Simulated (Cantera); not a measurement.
Cantera run, input and output.

```python
import numpy as np
import cantera as ct

surf = ct.Interface("ptcombust.yaml", "Pt_surf")
gas = surf.adjacent["gas"]
gas.TPX = 1023, 500000, {'CH4': 0.0064, 'O2': 0.11, 'N2': 0.79}
surf.TP = 1023, 500000
reactor = ct.FlowReactor(gas, clone=False)
reactor.area = 0.0001  # m2
reactor.surface_area_to_volume_ratio = 4700  # 1/m
reactor.mass_flow_rate = 2 * reactor.area * gas.density  # inlet velocity 2 m/s
reactor.energy_enabled = False
wall = ct.ReactorSurface(surf, reactor, clone=False)
net = ct.ReactorNet([reactor])
net.rtol, net.atol = 1e-8, 1e-16
show, cover = ['CH4', 'O2', 'H2O', 'CO2', 'CO'], ['PT(S)', 'H(S)', 'O(S)', 'OH(S)', 'CO(S)', 'C(S)']

rows = []
print(f"{'z/m':>9s}{'u/(m/s)':>9s}" + "".join(f"{s:>13s}" for s in show + cover))
for z in [5.1e-05, 8.5e-05, 0.00014, 0.00024, 0.00039, 0.00066, 0.0011, 0.0018, 0.003, 0.0051]:
    net.advance(z)
    rows.append([reactor.speed, *gas[show].X, *surf[cover].coverages])
    print(f"{z:9.4g}{rows[-1][0]:9.3g}" + "".join(f"{x:13.4e}" for x in rows[-1][1:]))
```

It prints:

```
      z/m  u/(m/s)          CH4           O2          H2O          CO2           CO        PT(S)         H(S)         O(S)        OH(S)        CO(S)         C(S)
  5.1e-05        2   7.0355e-03   1.2131e-01   5.0773e-05   2.3716e-05   1.6665e-06   1.3673e-01   3.7304e-08   8.6295e-01   3.0601e-04   1.1676e-05   8.5490e-08
  8.5e-05        2   7.0186e-03   1.2128e-01   8.4516e-05   4.0011e-05   2.2401e-06   1.3672e-01   4.3475e-08   8.6291e-01   3.5779e-04   1.1861e-05   8.5280e-08
  0.00014        2   6.9914e-03   1.2122e-01   1.3893e-04   6.6732e-05   2.7171e-06   1.3671e-01   5.1877e-08   8.6285e-01   4.2829e-04   1.1994e-05   8.4942e-08
  0.00024        2   6.9422e-03   1.2112e-01   2.3730e-04   1.1563e-04   2.9902e-06   1.3670e-01   6.4303e-08   8.6275e-01   5.3254e-04   1.2017e-05   8.4339e-08
  0.00039        2   6.8689e-03   1.2098e-01   3.8356e-04   1.8869e-04   3.0332e-06   1.3670e-01   7.9219e-08   8.6263e-01   6.5765e-04   1.1918e-05   8.3452e-08
  0.00066        2   6.7390e-03   1.2072e-01   6.4299e-04   3.1838e-04   2.9850e-06   1.3670e-01   1.0033e-07   8.6245e-01   8.3463e-04   1.1699e-05   8.1899e-08
   0.0011        2   6.5324e-03   1.2031e-01   1.0555e-03   5.2456e-04   2.8948e-06   1.3673e-01   1.2686e-07   8.6220e-01   1.0567e-03   1.1350e-05   7.9454e-08
   0.0018        2   6.2160e-03   1.1967e-01   1.6867e-03   8.3991e-04   2.7565e-06   1.3681e-01   1.5918e-07   8.6185e-01   1.3265e-03   1.0819e-05   7.5735e-08
    0.003        2   5.7071e-03   1.1866e-01   2.7008e-03   1.3463e-03   2.5340e-06   1.3697e-01   2.0069e-07   8.6134e-01   1.6716e-03   9.9666e-06   6.9764e-08
   0.0051        2   4.9106e-03   1.1708e-01   4.2864e-03   2.1377e-03   2.1855e-06   1.3727e-01   2.5280e-07   8.6061e-01   2.1014e-03   8.6265e-06   6.0379e-08
```

Computed with Cantera and Deutschmann's 1995 Pt surface mechanism with GRI-Mech 3.0 gas chemistry. Catalytic surfaces can have several steady states; this one follows from the mechanism file's or the stated starting coverage. Mass transfer to the wall is taken as infinitely fast.
